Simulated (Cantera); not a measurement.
A Cantera script and what it prints.

```python
import numpy as np
import cantera as ct

gas_names = """
    NH3 H2 N
""".split()
cond_names = """

""".split()


# ... load() reads the species with a 1 bar reference pressure and builds the phases ...
species = {s.name: s for s in load("nasa_gas.yaml", gas_names) + load("nasa_condensed.yaml", cond_names)}
# Each term lists the table entries of one substance; the one whose range holds T is used.
reactions = {
    '2 NH3(g) = 3 H2(g) + 2 N(g)':
        [(-2, ['NH3']), (3, ['H2']), (2, ['N'])],
}


def pick(names, T):
    return next(species[n] for n in names if species[n].thermo.min_temp <= T <= species[n].thermo.max_temp)


results = []
for label, terms in reactions.items():
    print(label)
    print("     T/K   dH/kJ  dS/(J/K)   dG/kJ   log10 K")
    for T in [300, 1900, 1950, 2000, 2050, 2100, 2150, 2200, 2250, 2300, 2350, 2400]:
        used = [(nu, pick(names, T)) for nu, names in terms]
        dH = sum(nu * s.thermo.h(T) for nu, s in used) / 1e6
        dS = sum(nu * s.thermo.s(T) for nu, s in used) / 1e3
        dG = dH - T * dS / 1e3
        logK = -dG * 1e6 / (ct.gas_constant * T * np.log(10))
        results.append((label, T, dH, dS, dG, logK, [s.name for _, s in used]))
        print(f"{T:8g} {dH:8.1f} {dS:8.1f} {dG:8.1f} {logK:8.2f}")
```

Result:

```
2 NH3(g) = 3 H2(g) + 2 N(g)
     T/K   dH/kJ  dS/(J/K)   dG/kJ   log10 K
     300   1037.3    313.5    943.3  -164.24
    1900   1071.2    369.2    369.9   -10.17
    1950   1071.3    369.2    351.4    -9.41
    2000   1071.3    369.2    332.9    -8.70
    2050   1071.3    369.2    314.5    -8.01
    2100   1071.2    369.1    296.0    -7.36
    2150   1071.2    369.1    277.6    -6.74
    2200   1071.1    369.1    259.1    -6.15
    2250   1071.0    369.0    240.7    -5.59
    2300   1070.9    369.0    222.2    -5.05
    2350   1070.7    368.9    203.8    -4.53
    2400   1070.6    368.9    185.3    -4.03
```

Standard-state values (1 bar) from the NASA 1993 polynomials, evaluated with Cantera. Condensed species are held in their standard states even where they would react or evaporate.
